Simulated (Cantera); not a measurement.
Input (Python, Cantera) and output of one run.

```python
import numpy as np
import cantera as ct

gas_names = [...]  # 136 gases of nasa_gas.yaml made of C, H, N, O
cond_names = """
    C(gr) C6H6(L) C7H8(L) C8H18(L),n-octa H2O(s) H2O(L)
""".split()


# ... load() reads the species with a 1 bar reference pressure and builds the phases ...
atoms = {
    'acetone': {'C': 3, 'H': 6, 'O': 1},
    'NH3': {'N': 1, 'H': 3},
    'H2': {'H': 2},
}
top_T = {'C(gr)': 4500}  # K; cautious upper limits of use, not melting points


# ... equilibrate(T, P, feed) seeds the gas with the atoms and calls Mixture.equilibrate('TP', solver="vcs", rtol=1e-11, max_steps=5000) ...
results = []
feed = {'acetone': 1, 'NH3': 0.57, 'H2': 41}  # mol
P = 69  # Pa
for T in [725, 750, 775, 800, 825, 850, 875, 900, 925, 950, 975, 1000]:
    mix = equilibrate(T, P, feed)
    results.append((T, P, feed, dict(zip(mix.species_names, mix.species_moles))))
    x = sorted(zip(gas.X, gas.species_names), reverse=True)
    print(f"T = {T:g} K  P = {P:g} Pa  gas = {mix.phase_moles(0):.4g} mol")
    print("   x: " + "  ".join(f"{s} {v:.3e}" for v, s in x if v > 1e-05))
    print("   condensed (mol): " + ("  ".join(f"{mix.phase(i).name} {mix.phase_moles(i):.4g}"
          for i in range(1, mix.n_phases) if mix.phase_moles(i) > 1e-12) or "none"))
```

Result:

```
T = 725 K  P = 69 Pa  gas = 45.86 mol
   x: H2 9.690e-01  CO 1.870e-02  N2 6.214e-03  CH4 3.325e-03  H2O 2.403e-03  CO2 3.493e-04
   condensed (mol): C(gr) 1.974
T = 750 K  P = 69 Pa  gas = 45.98 mol
   x: H2 9.701e-01  CO 2.020e-02  N2 6.198e-03  CH4 2.074e-03  H2O 1.230e-03  CO2 1.568e-04
   condensed (mol): C(gr) 1.968
T = 775 K  P = 69 Pa  gas = 46.05 mol
   x: H2 9.708e-01  CO 2.095e-02  N2 6.189e-03  CH4 1.330e-03  H2O 6.334e-04  CO2 6.898e-05
   condensed (mol): C(gr) 1.971
T = 800 K  P = 69 Pa  gas = 46.08 mol
   x: H2 9.713e-01  CO 2.130e-02  N2 6.184e-03  CH4 8.750e-04  H2O 3.341e-04  CO2 3.092e-05
   condensed (mol): C(gr) 1.976
T = 825 K  P = 69 Pa  gas = 46.1 mol
   x: H2 9.716e-01  CO 2.148e-02  N2 6.182e-03  CH4 5.892e-04  H2O 1.817e-04  CO2 1.434e-05
   condensed (mol): C(gr) 1.982
T = 850 K  P = 69 Pa  gas = 46.12 mol
   x: H2 9.717e-01  CO 2.157e-02  N2 6.180e-03  CH4 4.054e-04  H2O 1.020e-04
   condensed (mol): C(gr) 1.986
T = 875 K  P = 69 Pa  gas = 46.12 mol
   x: H2 9.719e-01  CO 2.161e-02  N2 6.179e-03  CH4 2.845e-04  H2O 5.908e-05
   condensed (mol): C(gr) 1.99
T = 900 K  P = 69 Pa  gas = 46.13 mol
   x: H2 9.719e-01  CO 2.164e-02  N2 6.178e-03  CH4 2.034e-04  H2O 3.523e-05
   condensed (mol): C(gr) 1.992
T = 925 K  P = 69 Pa  gas = 46.13 mol
   x: H2 9.720e-01  CO 2.165e-02  N2 6.178e-03  CH4 1.479e-04  H2O 2.159e-05
   condensed (mol): C(gr) 1.994
T = 950 K  P = 69 Pa  gas = 46.13 mol
   x: H2 9.720e-01  CO 2.166e-02  N2 6.178e-03  CH4 1.093e-04  H2O 1.357e-05
   condensed (mol): C(gr) 1.996
T = 975 K  P = 69 Pa  gas = 46.14 mol
   x: H2 9.721e-01  CO 2.167e-02  N2 6.177e-03  CH4 8.192e-05
   condensed (mol): C(gr) 1.997
T = 1000 K  P = 69 Pa  gas = 46.14 mol
   x: H2 9.721e-01  CO 2.167e-02  N2 6.177e-03  CH4 6.226e-05
   condensed (mol): C(gr) 1.997
```

These are equilibrium values from Cantera (NASA tables, ideal gas, pure condensed phases), not measurements of a reactor. The feed counts by its element totals alone.
